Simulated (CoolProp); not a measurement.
Vapour-liquid equilibrium of R22 (1) + n-hexane (2) at 0.0294 MPa; x and y are mole fractions of (1).

Values from CoolProp's multi-fluid Helmholtz-energy mixture model, Kamei 1995 and Thol 2019; pair parameters Bell 2016.

```csv
x,bubble temperature (°C),y at the bubble point,dew temperature at overall composition x (°C),liquid density (mol/L)
0.05,-13.7,0.909,…,8.211
0.15,-40.4,0.987,30.0,8.976
0.25,-49.7,0.994,27.1,9.627
0.35,-54.3,0.997,23.8,10.29
0.45,…,0.998,20.1,11.01
0.55,-58.5,0.998,15.7,11.80
0.65,-59.7,0.998,10.5,12.69
0.75,-60.8,0.999,3.9,13.71
0.85,…,0.999,-5.4,14.88
0.95,-63.4,1.000,-22.9,16.27
```

Task: Some entries are withheld; supply them.

Result: 
- 0.05, dew temperature at overall composition x (°C): 32.7
- 0.45, bubble temperature (°C): -56.9
- 0.85, bubble temperature (°C): -62.0

No azeotrope shows between x = 0.05 and 0.95.

Pair parameters are fitted to limited data, so mixtures are less certain than the pure fluids. With so large a gap from Raoult's law the liquid may split in two, which this calculation doesn't test in full.
